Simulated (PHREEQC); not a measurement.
Dissolve 0.26 mol CaCl2, 0.14 mol BaCl2 and 0.0034 mol MgCl2 per kg of water at 50 °C and 100 atm. Closed to the air; pH follows from the charge balance.

All values are PHREEQC results (ion-association model, phreeqc.dat), not measurements.

```csv
quantity,before,after
MgOH+ (mol/kgw),1.23e-7,1.75e-8
CaOH+ (mol/kgw),3.59e-8,7.61e-9
BaOH+ (mol/kgw),3.90e-9,7.83e-10
```

Task: What was changed between the two runs?
A. CaCl2 from 0.26 to 0.026 mol/kgw
B. diluted 2-fold with water
C. MgCl2 from 0.0034 to 0.0068 mol/kgw
D. diluted 10-fold with water

Result: D, diluted 10-fold with water

No solid was allowed to form. The ionic strength passes 0.7 mol/kgw, the rough limit of the ion-association models, in before. Under pressure, the constants of complexes without a molar volume in the database are unreliable. At this temperature some constants are extrapolated from 25 °C, and those without enthalpy data are left unchanged.
